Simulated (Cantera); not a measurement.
H2S + SO2 + H2 (abatement and gas-phase synthesis)

Feed: 1 mol H2S, 0.2 mol SO2, 1.3 mol H2, at 100000 Pa.

Equilibrium computed with Cantera from the NASA thermochemical tables; the gas is ideal and each condensed phase is pure. Candidate condensed phases: H2O, H2SO4, S; 34 gas species. Ions and electrons are included (thermal ionisation). Equilibrium is a limit: real reactors are often held back by kinetics, nucleation or transport.

From 2727 °C to 4727 °C nothing is condensed.

| T (°C) | log p H | log p H2 | log p S | log p S2 | log p H2O | log p SH | log p O | log p SO | log p OH | log p H2S |
|---|---|---|---|---|---|---|---|---|---|---|
| 2727 | -0.94 | -0.28 | -1.13 | -1.06 | -1.13 | -1.18 | -3.15 | -1.45 | -2.27 | -1.83 |
| 2977 | -0.67 | -0.35 | -0.94 | -1.27 | -1.29 | -1.22 | -2.55 | -1.38 | -2.01 | -2.13 |
| 3227 | -0.47 | -0.48 | -0.83 | -1.55 | -1.51 | -1.34 | -2.06 | -1.39 | -1.84 | -2.49 |
| 3477 | -0.32 | -0.65 | -0.77 | -1.87 | -1.82 | -1.52 | -1.69 | -1.50 | -1.77 | -2.92 |
| 3727 | -0.23 | -0.87 | -0.74 | -2.20 | -2.24 | -1.73 | -1.45 | -1.69 | -1.84 | -3.38 |
| 3977 | -0.18 | -1.13 | -0.73 | -2.51 | -2.76 | -1.96 | -1.32 | -1.96 | -2.01 | -3.86 |
| 4227 | -0.16 | -1.40 | -0.72 | -2.80 | -3.31 | -2.19 | -1.25 | -2.26 | -2.23 | -4.34 |
| 4477 | -0.15 | -1.65 | -0.72 | -3.06 | -3.85 | -2.41 | -1.22 | -2.55 | -2.46 | -4.78 |
| 4727 | -0.14 | -1.89 | -0.72 | -3.30 | -4.36 | -2.61 | -1.21 | -2.83 | -2.69 | -5.19 |
log p: log10 of the partial pressure in bar; nothing condenses.
